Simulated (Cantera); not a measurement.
What does this Cantera script print?

```python
import numpy as np
import cantera as ct

gas = ct.Solution("gri30.yaml")
gas.TPX = 1775, 9500, {'C2H6': 1, 'N2': 7.7}
reactor = ct.IdealGasConstPressureReactor(gas, energy="off", clone=False)
net = ct.ReactorNet([reactor])
net.rtol, net.atol = 1e-08, 1e-18
show = ['C2H6', 'H', 'C2H4', 'CH4', 'C2H2', 'CH2']
times = np.geomspace(0.0003, 10, 11)

steps = ct.SolutionArray(gas, extra=["t"])
rows = []
print(f"{'t/s':>10s}{'T/K':>9s}{'P/Pa':>11s}" + "".join(f"{s:>11s}" for s in show))
for t in times:
    while net.time < t:
        t_next = net.step()
        steps.append(gas.state, t=t_next)
    rows.append([np.interp(t, steps.t, y) for y in (steps.T, steps.P, *steps(*show).X.T)])
    print(f"{t:10.3e}{rows[-1][0]:9.1f}{rows[-1][1]:11.4g}" + "".join(f"{x:11.3e}" for x in rows[-1][2:]))
rate = np.gradient(steps.T, steps.t)
print("integrator steps:", len(steps.t))
if steps.T.max() > steps.T[0] + 200:
    print(f"time of steepest temperature rise: {steps.t[rate.argmax()]:.4e} s")
gas.TPX = 1775, 9500, {'C2H6': 1, 'N2': 7.7}
gas.equilibrate("TP")
print(f"equilibrium (TP): T = {gas.T:.1f} K  " + "  ".join(f"{s} {gas[s].X[0]:.3e}" for s in show))
```

Output:

```
       t/s      T/K       P/Pa       C2H6          H       C2H4        CH4       C2H2        CH2
 3.000e-04   1775.0       9500  5.451e-04  1.019e-03  2.539e-02  3.501e-02  5.253e-02  2.498e-05
 8.500e-04   1775.0       9500  7.036e-05  4.596e-04  8.901e-03  3.261e-02  7.101e-02  5.477e-06
 2.408e-03   1775.0       9500  2.298e-05  2.831e-04  2.030e-03  3.005e-02  7.883e-02  1.985e-06
 6.823e-03   1775.0       9500  1.286e-05  2.446e-04  4.706e-04  2.647e-02  8.186e-02  1.275e-06
 1.933e-02   1775.0       9500  7.600e-06  2.639e-04  2.645e-04  2.003e-02  8.475e-02  1.045e-06
 5.477e-02   1775.0       9500  2.723e-06  3.076e-04  1.164e-04  1.122e-02  8.858e-02  7.299e-07
 1.552e-01   1775.0       9500  4.997e-07  3.617e-04  5.670e-05  4.409e-03  9.151e-02  3.765e-07
 4.397e-01   1775.0       9500  5.958e-08  3.961e-04  4.659e-05  1.440e-03  9.277e-02  1.451e-07
 1.246e+00   1775.0       9500  7.361e-09  4.062e-04  4.573e-05  4.864e-04  9.318e-02  5.139e-08
 3.529e+00   1775.0       9500  1.717e-09  4.081e-04  4.573e-05  2.101e-04  9.330e-02  2.239e-08
 1.000e+01   1775.0       9500  1.192e-09  4.083e-04  4.574e-05  1.621e-04  9.331e-02  1.730e-08
integrator steps: 1502
equilibrium (TP): T = 1775.0 K  C2H6 5.442e-10  H 4.085e-04  C2H4 2.077e-05  CH4 1.097e-04  C2H2 4.236e-02  CH2 1.171e-08
```

Cantera simulation using GRI-Mech 3.0 (53 species, 325 reactions); the numbers are that mechanism's predictions, not measurements. GRI-Mech 3.0 stops at C3 and has no aromatics, soot or wall deposition, so with more carbon than oxygen in the feed, carbon stays in small species such as C2H2 where larger ones or solid carbon would form.
